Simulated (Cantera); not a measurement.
An isothermal, constant-pressure homogeneous reactor starts with N2O : O2 = 1 : 0.26 (molar parts), at 1350 K and 1.00 bar.

Cantera simulation using GRI-Mech 3.0 (53 species, 325 reactions); the numbers are that mechanism's predictions, not measurements. GRI-Mech 3.0 was tuned for natural gas; its chemistry of N2O as a main component is partial and can be far from experiment. The mechanism lacks the step 2 NO + O2 → 2 NO2, which can matter for NO2 below about 1400 K. The temperature is held fixed by assumption; the heat of reaction is taken as removed at once.

Predict: x(N2O) at 4.00 s; x(O2) at 4.00 s; x(NO2) at 4.00 s; x(NO) at 4.00 s; x(O) at 4.00 s; x(N2) at 4.00 s.


```
Quantity                                            Result
----------------  ----------------------------------------
x(N2O) at 4.00 s   1.68e-6 (gas-phase equilibrium 3.64e-8)
x(O2) at 4.00 s        0.394 (gas-phase equilibrium 0.431)
x(NO2) at 4.00 s  0.000899 (gas-phase equilibrium 8.43e-6)
x(NO) at 4.00 s    0.0739 (gas-phase equilibrium 0.000662)
x(O) at 4.00 s     2.67e-7 (gas-phase equilibrium 2.79e-7)
x(N2) at 4.00 s        0.531 (gas-phase equilibrium 0.568)
```
